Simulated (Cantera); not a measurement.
What does this Cantera script print?

```python
import numpy as np
import cantera as ct

gas_names = """
    C CO CO2 C2 C2O C3 C3O2 C4 C5 Fe FeC5O5 FeO O O2 O3
""".split()
cond_names = """
    C(gr) Fe(a) Fe(c) Fe(d) Fe(L) FeC5O5(L) FeO(s) FeO(L) Fe2O3(s) Fe3O4(s)
""".split()


# ... load() reads the species with a 1 bar reference pressure and builds the phases ...
atoms = {
    'Fe2O3': {'Fe': 2, 'O': 3},
    'O2': {'O': 2},
    'CO2': {'C': 1, 'O': 2},
}
top_T = {'C(gr)': 4500, 'Fe2O3(s)': 1830, 'Fe3O4(s)': 1870}  # K; cautious upper limits of use, not melting points


# ... equilibrate(T, P, feed) seeds the gas with the atoms and calls Mixture.equilibrate('TP', solver="vcs", rtol=1e-11, max_steps=5000) ...
results = []
feed = {'Fe2O3': 1, 'O2': 0.17, 'CO2': 4}  # mol
P = 9700  # Pa
for T in [1073, 1123, 1173, 1223, 1273, 1323, 1373, 1423, 1473, 1523, 1573]:
    mix = equilibrate(T, P, feed)
    results.append((T, P, feed, dict(zip(mix.species_names, mix.species_moles))))

top = {s: max(r[3][s] / sum(r[3][g] for g in gas_names) for r in results) for s in gas_names}
cols = sorted((s for s in top if top[s] > 0.0001), key=lambda s: -top[s])[:9]
seen = [c for c in cond_names if any(r[3].get(c, 0) > 1e-12 for r in results)]
print("log10 of partial pressures in bar; condensed amounts in mol")
print(f"{'T/K':>10s}" + "".join(f"{s[:9]:>10s}" for s in cols + seen))
for T, P, feed, n in results:
    ng = sum(n[g] for g in gas_names)
    print(f"{T:10.4g}" + "".join(f"{np.log10(max(n[s] / ng * P / 1e5, 1e-99)):10.3f}" for s in cols)
          + "".join(f"{n.get(c, 0):10.4g}" for c in seen))
```

Result:

```
log10 of partial pressures in bar; condensed amounts in mol
       T/K       CO2        O2        CO  Fe2O3(s)  Fe3O4(s)
      1073    -1.031    -2.403    -9.041         1         0
      1123    -1.031    -2.403    -8.430         1         0
      1173    -1.031    -2.403    -7.871         1         0
      1223    -1.031    -2.403    -7.357         1         0
      1273    -1.031    -2.403    -6.885         1         0
      1323    -1.031    -2.403    -6.449         1         0
      1373    -1.031    -2.403    -6.044         1         0
      1423    -1.031    -2.403    -5.669         1         0
      1473    -1.031    -2.403    -5.319         1         0
      1523    -1.048    -2.123    -5.150         0    0.6667
      1573    -1.048    -2.123    -4.844         0    0.6667
```

Cantera equilibrium calculation (NASA polynomials, part measured and part estimated; ideal gas, pure solids and liquids).
